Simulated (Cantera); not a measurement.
A perfectly stirred reactor is fed with 58.5 % CH4, 28.7 % H2O, 12.9 % H2, at 27.0 bar; it is held at 1575 K, and followed from long to short residence time.

Computed with Cantera and GRI-Mech 3.0 (53 species, 325 reactions). GRI-Mech 3.0 stops at C3 and has no aromatics, soot or wall deposition, so with more carbon than oxygen in the feed, carbon stays in small species such as C2H2 where larger ones or solid carbon would form. The pressure lies above the range GRI-Mech 3.0 was tuned for (to about 10 atm).

One state of this run: x CH4 = 0.349; x H2O = 0.196; x H2 = 0.362; x C2H6 = 0.00146; x CO2 = 0.00603; x CO = 0.0340; x H = 4.80e-6. x: mole fraction; the columns are a selection and need not sum to one.

Question: Which value of τ (s) does it belong to?
(A) 0.011
(B) 0.18
(C) 0.0017
(D) 0.45

Answer: D, 0.45
